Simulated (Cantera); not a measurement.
What does this Cantera script print?

```python
import numpy as np
import cantera as ct

gas = ct.Solution("h2o2.yaml")
gas.TPX = 1173, 27000, {'H2': 1.6, 'O2': 1, 'N2': 0.97}
inlet = ct.Reservoir(gas, clone=True)

reactor = ct.IdealGasConstPressureReactor(gas, energy="off", clone=False)
exhaust = ct.Reservoir(gas, clone=True)
tau = [0.4, 0.18, 0.078, 0.034, 0.015, 0.0067, 0.0029, 0.0013, 0.00057, 0.00025, 0.00011][0]
for a, b in ((inlet, reactor), (reactor, exhaust)):
    ct.MassFlowController(a, b, mdot=lambda t: reactor.mass / tau)
net = ct.ReactorNet([reactor])
show = ['H2', 'O2', 'OH', 'O', 'H', 'H2O']

rows = []
print(f"{'tau/s':>10s}{'T/K':>9s}" + "".join(f"{s:>11s}" for s in show))
for tau in [0.4, 0.18, 0.078, 0.034, 0.015, 0.0067, 0.0029, 0.0013, 0.00057, 0.00025, 0.00011]:
    net.initial_time = 0.0
    net.advance(30 * tau)
    before = gas.X
    net.advance(40 * tau)
    drift = np.max(np.abs(gas.X - before) / (gas.X + 1e-9))
    rows.append([gas.T, *gas[show].X, drift])
    print(f"{tau:10.3e}{gas.T:9.1f}" + "".join(f"{x:11.3e}" for x in gas[show].X))
```

It prints:

```
     tau/s      T/K         H2         O2         OH          O          H        H2O
 4.000e-01   1173.0  1.101e-03  7.258e-02  3.638e-04  5.608e-05  3.967e-05  5.759e-01
 1.800e-01   1173.0  1.825e-03  7.286e-02  4.855e-04  1.010e-04  8.770e-05  5.748e-01
 7.800e-02   1173.0  3.065e-03  7.336e-02  6.612e-04  1.848e-04  2.005e-04  5.730e-01
 3.400e-02   1173.0  5.073e-03  7.419e-02  9.023e-04  3.310e-04  4.528e-04  5.700e-01
 1.500e-02   1173.0  8.243e-03  7.554e-02  1.227e-03  5.767e-04  1.000e-03  5.651e-01
 6.700e-03   1173.0  1.314e-02  7.771e-02  1.660e-03  9.773e-04  2.150e-03  5.573e-01
 2.900e-03   1173.0  2.102e-02  8.132e-02  2.262e-03  1.656e-03  4.646e-03  5.442e-01
 1.300e-03   1173.0  3.243e-02  8.678e-02  3.019e-03  2.692e-03  9.385e-03  5.243e-01
 5.700e-04   1173.0  4.957e-02  9.535e-02  4.001e-03  4.333e-03  1.840e-02  4.927e-01
 2.500e-04   1173.0  7.387e-02  1.080e-01  5.178e-03  6.755e-03  3.372e-02  4.456e-01
 1.100e-04   1173.0  1.071e-01  1.258e-01  6.433e-03  9.974e-03  5.627e-02  3.800e-01
```

Detailed kinetics in Cantera: the H2/O2 subset of GRI-Mech 3.0, which has no nitrogen chemistry. The temperature is held fixed by assumption; the heat of reaction is taken as removed at once.
